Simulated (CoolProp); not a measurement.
Methane at 293.15 K and 1.98 MPa flows at 1.9 m/s in a round tube of 20 mm bore and 0.25 µm roughness, fully developed (64/Re and Nu = 3.66 if laminar; Colebrook and Gnielinski if turbulent). Each further row changes one setting.

The numbers come from the reference Helmholtz-energy equation of state, Setzmann 1991 in CoolProp.

```json
[
 {"case": "as stated", "Reynolds number": "45400", "Darcy friction factor": "0.0214", "pressure drop (Pa/m)": "26.1", "heat-transfer coefficient (W/(m² K))": "177", "mass flow (kg/h)": "(withheld)"},
 {"case": "velocity 3.8 m/s", "Reynolds number": "90800", "Darcy friction factor": "0.0184", "pressure drop (Pa/m)": "(withheld)", "heat-transfer coefficient (W/(m² K))": "(withheld)", "mass flow (kg/h)": "58.1"},
 {"case": "diameter 40 mm", "Reynolds number": "90800", "Darcy friction factor": "0.0184", "pressure drop (Pa/m)": "(withheld)", "heat-transfer coefficient (W/(m² K))": "152", "mass flow (kg/h)": "(withheld)"}
]
```

Task: Fill in the missing entries.

Result: 
- as stated, mass flow (kg/h): 29.1
- velocity 3.8 m/s, pressure drop (Pa/m): 89.9
- velocity 3.8 m/s, heat-transfer coefficient (W/(m² K)): 305
- diameter 40 mm, pressure drop (Pa/m): 11.2
- diameter 40 mm, mass flow (kg/h): 116

Viscosity comes from a separate model (Quiñones-Cisneros 2006). Thermal conductivity comes from a separate model (Friend 1989).
